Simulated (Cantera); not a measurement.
Input: 1 mol Al, 6.9 mol HCl, held at 575 °C and 0.133 bar.

Cantera equilibrium calculation (NASA polynomials, part measured and part estimated; ideal gas, pure solids and liquids). Candidate condensed phases: Al, AlCl₃; 12 gas species. Rates play no part.

Base state: HCl 0.612, H₂ 0.235, AlCl₃ 0.150, Al₂Cl₆ 0.00365 (mole fractions); condensed: gas only.

What changes in the equilibrium state with this change: HCl from 6.9 to 4 mol?


```csv
species,before,after
H₂,0.235,0.434
HCl,0.612,0.289
AlCl₃,0.150,0.266
Al₂Cl₆,0.00365,0.0115
```
